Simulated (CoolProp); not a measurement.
Hydrogen sulfide along the isotherm 212.7 K: Z from the reference equation and from simpler models built on Tc = 373.1 K, pc = 8.999 MPa, ω = 0.101; each cubic takes its own stable root.

Computed with CoolProp (reference Helmholtz-energy equation of state, Lemmon 2006). It is a short technical equation, of lower accuracy than the large ones.

```csv
p (MPa),phase,reference,van der Waals,Redlich-Kwong,Peng-Robinson
0.285,liquid,0.005784,0.9646,0.005982,0.005290
0.443,liquid,0.008988,0.9439,0.009297,0.008221
0.69,liquid,0.01400,0.02139,0.01448,0.01280
1.07,liquid,0.02170,0.03313,0.02244,0.01985
1.67,liquid,0.03384,0.05164,0.03500,0.03096
2.6,liquid,0.05264,(withheld),0.05443,(withheld)
4.06,liquid,0.08209,0.1249,0.08486,0.07510
6.31,liquid,0.1273,(withheld),0.1316,0.1165
9.83,liquid,0.1977,0.2987,0.2042,0.1809
15.3,liquid,0.3062,0.4604,0.3162,0.2804
23.8,liquid,0.4729,0.7070,0.4881,0.4334
```

Question: What belongs in the gaps?

Answer: 
- 2.6, van der Waals: 0.08022
- 2.6, Peng-Robinson: 0.04816
- 6.31, van der Waals: 0.1931

At some of these states van der Waals gives the other phase, because its saturation line lies elsewhere.
